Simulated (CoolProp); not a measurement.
Vapour-liquid equilibrium of hydrogen sulfide (1) + isobutane (2) at 250.3 K; x and y are mole fractions of (1).

Model: multi-fluid Helmholtz-energy mixture model, Lemmon 2006 and Bücker 2006; pair parameters Kunz 2012, in CoolProp.

Question: Give the bubble pressure and the first vapour's composition at x = 0.05, 0.2, 0.5. Is there an azeotrope?

Answer: x = 0.05: 104.6 kPa, y = 0.408; x = 0.2: 218.5 kPa, y = 0.749; x = 0.5: 361.8 kPa, y = 0.884. No azeotrope shows between x = 0.05 and 0.95.

The pair parameters rest on a limited set of measurements; away from them the model extrapolates.
